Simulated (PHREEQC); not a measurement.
**Spent oxide etchant: speciation**

Dissolve 0.012 mol NH4HF2, 0.00018 mol H2SiF6 and 0.74 mol H2SO4 per kg of water at 25 °C. Closed to the air; pH follows from the charge balance.

Model: ion-association model, wateq4f.dat, run in PHREEQC.

Each row changes one thing in this solution. Precipitation was switched off in this run.

| case | pH | ionic strength (mol/kgw) | SO4-2 (mol/kgw) | HF (mol/kgw) | NH4+ (mol/kgw) | H2F2 (mol/kgw) |
|---|---|---|---|---|---|---|
| as made | 0.24 | 0.834 | 0.0466 | 0.0211 | 0.0107 | 0.00141 |
| temperature from 25 to 45 °C | 0.25 | 0.804 | 0.0315 | 0.0225 | 0.0112 | 0.000751 |
| H2SO4 from 0.74 to 0.814 mol/kgw | 0.20 | 0.911 | 0.0485 | 0.0211 | 0.0107 | 0.00143 |
| H2SiF6 left out | 0.24 | 0.833 | 0.0466 | 0.0211 | 0.0107 | 0.00141 |
| temperature from 25 to 5 °C | 0.22 | 0.870 | 0.0644 | [?] | [?] | [?] |
| NH4HF2 from 0.012 to 0.0024 mol/kgw | 0.23 | 0.833 | 0.0462 | 0.00547 | 0.00215 | [?] |
| 0.066 mol/kgw TMAH added | 0.27 | 0.842 | 0.0505 | 0.0211 | 0.0106 | 0.00141 |
| NH4HF2 from 0.012 to 0.12 mol/kgw | [?] | 0.844 | 0.0516 | 0.131 | 0.106 | 0.0542 |
| temperature from 25 to 70 °C | 0.26 | 0.776 | 0.0180 | 0.0242 | 0.0115 | 0.000316 |

**Question.** Complete the blanks.

**Answer.** 
- temperature from 25 to 5 °C, HF (mol/kgw): 0.0192
- temperature from 25 to 5 °C, NH4+ (mol/kgw): 0.0103
- temperature from 25 to 5 °C, H2F2 (mol/kgw): 0.00234
- NH4HF2 from 0.012 to 0.0024 mol/kgw, H2F2 (mol/kgw): 9.43e-5
- NH4HF2 from 0.012 to 0.12 mol/kgw, pH: 0.29

The ionic strength passes 0.7 mol/kgw, the rough limit of the ion-association models, in every such run. Some of these states are supersaturated (in Quartz (slow to form), for instance). (CH3)4N+ isn't in the database: it is added as a free cation with an ion size of 4 Å. wateq4f.dat counts part of the HF as a dimer, H2F2, which phreeqc.dat doesn't know; its constant is uncertain. At this temperature some constants are extrapolated from 25 °C, and those without enthalpy data are left unchanged. SiF6-2 is the database's only silicon fluoride.
